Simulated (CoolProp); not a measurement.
100 sccm (0 °C, 1 atm) of nitrogen bubbles through liquid n-perfluorohexane at 290.1 K and leaves saturated at a total pressure of 0.15 MPa (ideal gas phase). Each further row changes one setting.

Values from CoolProp's reference Helmholtz-energy equation of state, Gao 2022.

```csv
case,vapour pressure (kPa),mole fraction of vapour,delivery (mg/min),delivery (sccm),change of delivery for a bath 1 K warmer (%)
as stated,20.4,0.136,238,15.8,5.6
bath temperature 295.1 K,25.7,0.171,312,20.7,5.6
total pressure 0.3 MPa,20.4,0.0681,110,7.30,5.2
```
